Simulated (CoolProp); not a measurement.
Properties of ethanol at several states (Tc = 514.7 K, pc = 6268 kPa, ω = 0.644).

The numbers come from the reference Helmholtz-energy equation of state, Schroeder 2014 in CoolProp.

```tsv
T (K)	p (kPa)	phase	Joule-Thomson coefficient (K/MPa)	isothermal compressibility (1/MPa)	expansivity (1/kK)	conductivity (mW/(m K))
244.3	2770	liquid	-0.4312	0.0007977	1.013	178
429.7	9920	liquid	-0.03921	0.003255	2.101	147
298.7	10800	liquid	-0.3608	0.001026	1.022	169
280.6	31.4	liquid	-0.3807	0.001037	1.060	167
312.1	7090	liquid	-0.3352	0.001165	1.079	164
231.2	1870	liquid	-0.4449	0.0007399	1.016	182
```

Thermal conductivity comes from a separate model (Assael 2013).
